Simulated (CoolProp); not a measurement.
Saturated liquid density (kg/m³) of n-octane: the reference equation beside estimates from Tc = 295.6 °C, pc = 2.484 MPa, ω = 0.398. Rackett uses Z = 0.29056 − 0.08775 ω.

Model: reference Helmholtz-energy equation of state, Beckmüller 2019, in CoolProp.

| T (°C) | reference | Rackett | van der Waals | Redlich-Kwong | Soave-Redlich-Kwong | Peng-Robinson |
|---|---|---|---|---|---|---|
| 76.25 | 655.8 | 663.1 | 366.2 | 538.1 | [?] | 639.0 |
| 91.25 | 642.7 | 649.4 | 359.2 | 526.0 | 555.7 | 627.5 |
| 106.25 | 629.3 | 635.3 | 352.0 | 513.3 | 544.2 | 615.0 |
| 121.35 | 615.3 | 620.7 | 344.3 | 499.8 | 531.8 | 601.5 |
| 136.35 | [?] | 605.5 | 336.3 | 485.6 | [?] | 586.9 |
| 151.35 | 585.8 | 589.7 | 327.9 | 470.6 | 504.0 | 571.0 |
| 166.35 | 570.0 | 573.2 | 319.0 | 454.6 | 488.3 | 553.7 |
| 181.35 | [?] | 555.7 | 309.5 | 437.5 | 471.2 | 534.6 |
| 196.35 | 535.4 | [?] | 299.3 | 419.1 | 452.3 | 513.4 |
| 211.45 | 515.9 | 517.0 | 288.2 | 399.1 | 431.3 | 489.6 |
| 226.45 | 494.6 | [?] | 276.1 | 377.3 | 408.0 | 462.9 |
| 241.45 | 470.5 | 470.9 | 262.5 | 353.1 | 381.4 | 432.1 |
| 256.45 | 442.3 | 442.7 | 246.9 | 325.4 | 350.3 | 395.9 |

Task: Fill in the missing entries.

Result: 
- 76.25, Soave-Redlich-Kwong: 566.5
- 136.35, reference: 600.8
- 136.35, Soave-Redlich-Kwong: 518.4
- 181.35, reference: 553.3
- 196.35, Rackett: 537.1
- 226.45, Rackett: 495.2

Absolute difference from the reference over all 13 rows, mean and median: Rackett 0.6 and 0.6 %, van der Waals 44.1 and 44.1 %, Redlich-Kwong 21.0 and 20.2 %, Soave-Redlich-Kwong 15.4 and 14.3 %, Peng-Robinson 4.2 and 2.9 %.
